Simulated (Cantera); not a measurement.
Ignition delay

Mixture: 14.0 % CH₃OH, 16.1 % O₂, 60.7 % N₂, 9.23 % H₂O, equivalence ratio 1.3, at 1000000 Pa, adiabatic and at constant pressure. Ignition delay is the time to a rise of 400 K.

Detailed kinetics in Cantera: GRI-Mech 3.0 (53 species, 325 reactions). GRI-Mech 3.0 was tuned for natural gas; its chemistry of methanol as a main component is partial and can be far from experiment.

```json
[
 {"T0 (K)": "1100", "delay (ms)": "7.78"},
 {"T0 (K)": "1150", "delay (ms)": "2.94"},
 {"T0 (K)": "1200", "delay (ms)": "1.21"},
 {"T0 (K)": "1250", "delay (ms)": "0.534"},
 {"T0 (K)": "1300", "delay (ms)": "0.253"},
 {"T0 (K)": "1350", "delay (ms)": "0.128"},
 {"T0 (K)": "1400", "delay (ms)": "0.0683"},
 {"T0 (K)": "1450", "delay (ms)": "0.0386"}
]
```

```
Property                                                 Value
--------------------------------------------------  ----------
apparent activation energy between 1350 and 1450 K  190 kJ/mol
```
